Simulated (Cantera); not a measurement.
Cantera run, input and output.

```python
import numpy as np
import cantera as ct

gas = ct.Solution("h2o2.yaml")
gas.TPX = 1248, 1333, {'H2': 0.15, 'O2': 1}
inlet = ct.Reservoir(gas, clone=True)

reactor = ct.IdealGasConstPressureReactor(gas, energy="off", clone=False)
exhaust = ct.Reservoir(gas, clone=True)
tau = [0.99, 0.52, 0.27, 0.14, 0.075, 0.039, 0.021, 0.011, 0.0057, 0.003][0]
for a, b in ((inlet, reactor), (reactor, exhaust)):
    ct.MassFlowController(a, b, mdot=lambda t: reactor.mass / tau)
net = ct.ReactorNet([reactor])
show = ['H2', 'O2', 'H2O2', 'H', 'O', 'HO2']

rows = []
print(f"{'tau/s':>10s}{'T/K':>9s}" + "".join(f"{s:>11s}" for s in show))
for tau in [0.99, 0.52, 0.27, 0.14, 0.075, 0.039, 0.021, 0.011, 0.0057, 0.003]:
    net.initial_time = 0.0
    net.advance(30 * tau)
    before = gas.X
    net.advance(40 * tau)
    drift = np.max(np.abs(gas.X - before) / (gas.X + 1e-9))
    rows.append([gas.T, *gas[show].X, drift])
    print(f"{tau:10.3e}{gas.T:9.1f}" + "".join(f"{x:11.3e}" for x in gas[show].X))
```

It prints:

```
     tau/s      T/K         H2         O2       H2O2          H          O        HO2
 9.900e-01   1248.0  4.328e-04  8.558e-01  1.524e-07  4.924e-04  3.724e-03  2.987e-06
 5.200e-01   1248.0  6.464e-04  8.536e-01  1.747e-07  9.206e-04  5.636e-03  3.624e-06
 2.700e-01   1248.0  9.653e-04  8.503e-01  1.961e-07  1.719e-03  8.513e-03  4.280e-06
 1.400e-01   1248.0  1.427e-03  8.455e-01  2.145e-07  3.150e-03  1.268e-02  4.896e-06
 7.500e-02   1248.0  2.039e-03  8.392e-01  2.274e-07  5.437e-03  1.813e-02  5.398e-06
 3.900e-02   1248.0  2.902e-03  8.305e-01  2.350e-07  9.174e-03  2.547e-02  5.791e-06
 2.100e-02   1248.0  3.956e-03  8.208e-01  2.375e-07  1.408e-02  3.348e-02  6.014e-06
 1.100e-02   1248.0  5.357e-03  8.105e-01  2.389e-07  2.010e-02  4.159e-02  6.108e-06
 5.700e-03   1248.0  7.287e-03  8.022e-01  2.451e-07  2.606e-02  4.768e-02  6.111e-06
 3.000e-03   1248.0  1.013e-02  7.978e-01  2.613e-07  3.073e-02  5.021e-02  6.070e-06
```

Detailed kinetics in Cantera: the H2/O2 subset of GRI-Mech 3.0, which has no nitrogen chemistry. Radical loss at walls, strong at low pressure, is not modelled. The temperature is held fixed by assumption; the heat of reaction is taken as removed at once.
